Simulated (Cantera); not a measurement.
## Moist CO burnout

An isothermal, constant-pressure homogeneous reactor starts with 1.51 % CO, 9.75 % O2, 0.0674 % H2O, 88.7 % N2, at 1398 K and 623 Torr.

Detailed kinetics in Cantera: GRI-Mech 3.0 (53 species, 325 reactions).

```tsv
t (s)	x CO	x O2	x H2O	x OH	x CO2	x N2O	x O
5.00e-6	0.0151	0.0975	0.000674	1.38e-11	4.43e-9	<1e-12	4.42e-9
1.98e-5	0.0151	0.0975	0.000674	1.20e-10	1.76e-8	<1e-12	1.75e-8
7.86e-5	0.0151	0.0975	0.000674	1.47e-9	7.15e-8	1.86e-12	6.95e-8
0.000312	0.0151	0.0975	0.000674	2.17e-8	3.67e-7	2.97e-11	3.30e-7
0.00124	0.0151	0.0975	0.000673	1.17e-6	1.28e-5	1.72e-9	1.01e-5
0.00490	0.00679	0.0926	0.000558	0.000140	0.00833	1.33e-6	0.00201
0.0194	0.000450	0.0908	0.000654	4.52e-5	0.0147	1.84e-6	0.000170
0.0771	2.53e-5	0.0907	0.000673	1.26e-5	0.0152	1.54e-6	1.17e-5
0.306	1.06e-6	0.0907	0.000677	4.04e-6	0.0152	4.84e-7	1.12e-6
1.21	6.33e-8	0.0907	0.000678	2.17e-6	0.0152	3.61e-8	3.21e-7
4.81	5.28e-8	0.0907	0.000678	2.12e-6	0.0152	3.10e-8	3.05e-7
19.1	5.28e-8	0.0907	0.000678	2.12e-6	0.0152	3.10e-8	3.05e-7
75.6	5.28e-8	0.0907	0.000678	2.12e-6	0.0152	3.10e-8	3.05e-7
300	5.28e-8	0.0907	0.000678	2.12e-6	0.0152	3.10e-8	3.05e-7
```
x: mole fraction; the columns are a selection and need not sum to one.

Equilibrium at this temperature and pressure: CO 5.29e-8, O2 0.0904, H2O 0.000678, OH 2.12e-6, CO2 0.0152, N2O 3.10e-8, O 3.05e-7 (gas phase only).
